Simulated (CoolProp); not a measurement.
Values from CoolProp's reference Helmholtz-energy equation of state, Setzmann 1991.

Q: For methane, give the phase and the cp (kJ/(kg K)), viscosity (µPa s) at -57.35 °C and 1.01 bar.

A: 
- -57.35 °C and 1.01 bar: gas; cp 2.11, viscosity 8.43

Viscosity comes from a separate model (Quiñones-Cisneros 2006).
